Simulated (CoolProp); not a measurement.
The numbers come from the reference Helmholtz-energy equation of state, Kamei 1995 in CoolProp.

Problem. Give the vapour pressure (MPa), surface tension (mN/m), vapour viscosity (µPa s), liquid conductivity (mW/(m K)) of saturated R22 at 306 K.

Solution. 
| T (K) | p (MPa) | surface tension (mN/m) | vapour viscosity (µPa s) | liquid conductivity (mW/(m K)) |
|---|---|---|---|---|
| 306 | 1.28 | 7.01 | 14.4 | 81.0 |

Viscosity comes from a separate model (Bell 2016), an estimate that may be off by 10 % or more. Thermal conductivity comes from a separate model (McLinden 2000), an estimate that may be off by 10 % or more. Surface tension comes from a separate correlation (Mulero 2012).
